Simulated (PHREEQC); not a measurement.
0.087 g of hydrous ferric oxide (600 m²/g; 0.2 weak and 0.005 strong sites per Fe, Dzombak-Morel constants, diffuse double layer) in 1 kg of water with 0.001 mol/kgw of an inert sodium salt, at 25 °C; the pH is set by adding NaOH or the inert anion's acid. Oxygen alone is held at its pressure in air (log pO2 = -0.68). No CO2 enters from the air. Precipitation was switched off in this run.

The numbers come from PHREEQC with the ion-association model, wateq4f.dat.

Problem. Predict surface charge σ (C/m²), surface potential ψ (mV) at pH = 4.67, 6.

Solution. 
```json
[
 {"pH": "4.67", "surface charge σ (C/m²)": "0.068", "surface potential ψ (mV)": "184"},
 {"pH": "6", "surface charge σ (C/m²)": "0.019", "surface potential ψ (mV)": "119"}
]
```
